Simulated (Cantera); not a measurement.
An adiabatic, constant-volume homogeneous reactor starts with 4.93 % CO, 3.16 % H2, 6.41 % CH4, 17.9 % O2, 67.6 % N2, equivalence ratio 0.94, at 1625 K and 160000 Pa.

Cantera simulation using GRI-Mech 3.0 (53 species, 325 reactions); the numbers are that mechanism's predictions, not measurements.

Question: Predict: time of steepest temperature rise; temperature at 7.00 s; equilibrium temperature; x(CO) at 7.00 s; x(H2) at 7.00 s; x(HCN) at 7.00 s; x(OH) at 7.00 s; x(N2O) at 7.00 s.

Answer: 
| Property | Value |
|---|---|
| time of steepest temperature rise | 74.9 µs |
| temperature at 7.00 s | 2956 K |
| equilibrium temperature | 2956 K |
| x(CO) at 7.00 s | 0.0547 (gas-phase equilibrium 0.0547) |
| x(H2) at 7.00 s | 0.0162 (gas-phase equilibrium 0.0162) |
| x(HCN) at 7.00 s | 4.51e-9 (gas-phase equilibrium 4.51e-9) |
| x(OH) at 7.00 s | 0.0251 (gas-phase equilibrium 0.0251) |
| x(N2O) at 7.00 s | 1.38e-6 (gas-phase equilibrium 1.38e-6) |
